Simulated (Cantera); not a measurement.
Cantera run:

```python
import numpy as np
import cantera as ct

gas_names = [...]  # 83 gases of nasa_gas.yaml made of C, H, S
cond_names = """
    C(gr) C6H6(L) C7H8(L) C8H18(L),n-octa S(cr1) S(cr2) S(L)
""".split()


# ... load() reads the species with a 1 bar reference pressure and builds the phases ...
atoms = {
    'CS2': {'C': 1, 'S': 2},
    'H2': {'H': 2},
}
top_T = {'C(gr)': 4500}  # K; cautious upper limits of use, not melting points


# ... equilibrate(T, P, feed) seeds the gas with the atoms and calls Mixture.equilibrate('TP', solver="vcs", rtol=1e-11, max_steps=5000) ...
results = []
feed = {'CS2': 1, 'H2': 5.1}  # mol
for P in [10, 84, 710, 6000, 50000, 420000, 3600000, 30000000]:
    for T in [1400, 1550, 1700, 1850, 2000, 2150, 2300, 2450, 2600, 2750, 2900]:
        mix = equilibrate(T, P, feed)
        results.append((T, P, feed, dict(zip(mix.species_names, mix.species_moles))))

for T, P, feed, n in results:
    print(f"{T:7g} {P:10.4g}  " + (" + ".join(c for c in cond_names if n.get(c, 0) > 1e-12) or "gas only"))
```

Result:

```
   1400         10  C(gr)
   1550         10  C(gr)
   1700         10  gas only
   1850         10  gas only
   2000         10  gas only
   2150         10  gas only
   2300         10  gas only
   2450         10  gas only
   2600         10  gas only
   2750         10  gas only
   2900         10  gas only
   1400         84  C(gr)
   1550         84  C(gr)
   1700         84  gas only
   1850         84  gas only
   2000         84  gas only
   2150         84  gas only
   2300         84  gas only
   2450         84  gas only
   2600         84  gas only
   2750         84  gas only
   2900         84  gas only
   1400        710  C(gr)
   1550        710  C(gr)
   1700        710  C(gr)
   1850        710  gas only
   2000        710  gas only
   2150        710  gas only
   2300        710  gas only
   2450        710  gas only
   2600        710  gas only
   2750        710  gas only
   2900        710  gas only
   1400       6000  C(gr)
   1550       6000  C(gr)
   1700       6000  C(gr)
   1850       6000  C(gr)
   2000       6000  C(gr)
   2150       6000  gas only
   2300       6000  gas only
   2450       6000  gas only
   2600       6000  gas only
   2750       6000  gas only
   2900       6000  gas only
   1400      5e+04  C(gr)
   1550      5e+04  C(gr)
   1700      5e+04  C(gr)
   1850      5e+04  C(gr)
   2000      5e+04  C(gr)
   2150      5e+04  C(gr)
   2300      5e+04  gas only
   2450      5e+04  gas only
   2600      5e+04  gas only
   2750      5e+04  gas only
   2900      5e+04  gas only
   1400    4.2e+05  C(gr)
   1550    4.2e+05  C(gr)
   1700    4.2e+05  C(gr)
   1850    4.2e+05  C(gr)
   2000    4.2e+05  C(gr)
   2150    4.2e+05  C(gr)
   2300    4.2e+05  C(gr)
   2450    4.2e+05  C(gr)
   2600    4.2e+05  gas only
   2750    4.2e+05  gas only
   2900    4.2e+05  gas only
   1400    3.6e+06  C(gr)
   1550    3.6e+06  C(gr)
   1700    3.6e+06  C(gr)
   1850    3.6e+06  C(gr)
   2000    3.6e+06  C(gr)
   2150    3.6e+06  C(gr)
   2300    3.6e+06  C(gr)
   2450    3.6e+06  C(gr)
   2600    3.6e+06  C(gr)
   2750    3.6e+06  gas only
   2900    3.6e+06  gas only
   1400      3e+07  C(gr)
   1550      3e+07  C(gr)
   1700      3e+07  C(gr)
   1850      3e+07  C(gr)
   2000      3e+07  C(gr)
   2150      3e+07  C(gr)
   2300      3e+07  C(gr)
   2450      3e+07  C(gr)
   2600      3e+07  C(gr)
   2750      3e+07  C(gr)
   2900      3e+07  C(gr)
```

These are equilibrium values from Cantera (NASA tables, ideal gas, pure condensed phases), not measurements of a reactor. The ideal-gas law is rough above about 30 bar.
